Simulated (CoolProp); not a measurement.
A simple Rankine cycle with R142b: condensing at 321.15 K, boiler at 2.83 MPa, turbine inlet 394.7 K, turbine efficiency 0.85, pump efficiency 0.7, no recuperator. Each further row changes one setting.

Computed with CoolProp (reference Helmholtz-energy equation of state, Lemmon 2006). It is a short technical equation, of lower accuracy than the large ones.

```csv
case,thermal efficiency (%),net work (kJ/kg),heat in (kJ/kg),turbine exit temperature (K),volume ratio over the turbine
as stated,11.4,24.9,219,329.3,5.18
turbine inlet 414.7 K,11.7,29.2,249,355.0,4.76
condensing temperature 313.15 K,12.6,29.0,229,322.2,6.42
boiler pressure 1.98 MPa,9.4,22.6,239,352.0,3.19
turbine efficiency 0.75,9.9,21.6,219,332.5,5.26
```
